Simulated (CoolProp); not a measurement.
Computed with CoolProp (reference Helmholtz-energy equation of state, Lemmon 2006). It is a short technical equation, of lower accuracy than the large ones.

Q: For nitrous oxide, give the phase and the Joule-Thomson coefficient (K/MPa) at 387.8 K and 59.2 kPa; 453.2 K and 26 kPa; 293.2 K and 99.4 kPa.

A: 
- 387.8 K and 59.2 kPa: gas; Joule-Thomson coefficient 6.02
- 453.2 K and 26 kPa: gas; Joule-Thomson coefficient 4.25
- 293.2 K and 99.4 kPa: gas; Joule-Thomson coefficient 11.3
